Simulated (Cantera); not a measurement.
# Silicon oxide and oxynitride deposition: SiF4 + H2O + H2

A closed system holds: 1 mol SiF4, 9.4 mol H2O, 79 mol H2, equilibrated at 10000 Pa.

These are equilibrium values from Cantera (NASA tables, ideal gas, pure condensed phases), not measurements of a reactor. Candidate condensed phases: H2O, Si, SiO2; 38 gas species. The tables hold silica as quartz up to 1696 K and as liquid above; real silica turns to tridymite and cristobalite and melts near 1996 K. Kinetics and transport are ignored.

```tsv
T (°C)	x H2	x H2O	x HF	x SiO	x H	x OH	x SiO2	n SiO2(β-quartz)	n SiO2(condensed)	n SiO2(l)
1202	0.874	0.0819	0.0442	8.77e-8	3.83e-5	9.41e-8	9.56e-12	1.000	0	0
1277	0.874	0.0819	0.0442	7.40e-7	9.31e-5	2.93e-7	9.85e-11	1.000	0	0
1352	0.874	0.0819	0.0442	5.10e-6	0.000209	8.23e-7	8.16e-10	0.999	0	0
1427	0.873	0.0819	0.0442	2.95e-5	0.000435	2.11e-6	5.58e-9	0	0.997	0
1502	0.873	0.0820	0.0442	0.000142	0.000855	5.00e-6	3.16e-8	0	0.987	0
1577	0.871	0.0823	0.0442	0.000599	0.00159	1.11e-5	1.55e-7	0	0.946	0
1652	0.867	0.0837	0.0441	0.00220	0.00282	2.35e-5	6.65e-7	0	0.800	0
1727	0.856	0.0880	0.0438	0.00700	0.00476	4.89e-5	2.55e-6	0	0	0.360
1802	0.846	0.0914	0.0436	0.0109	0.00775	9.56e-5	4.70e-6	0	0	0
```
x: gas mole fraction; n: condensed amount in mol.

From 1202 °C to 1352 °C the condensed part is SiO2(β-quartz). From 1427 °C to 1652 °C the condensed part is SiO2(condensed). At 1727 °C the condensed part is SiO2(l). At 1802 °C nothing is condensed. The main Si-bearing gas is SiF4 at 1202 °C and SiO at 1802 °C.
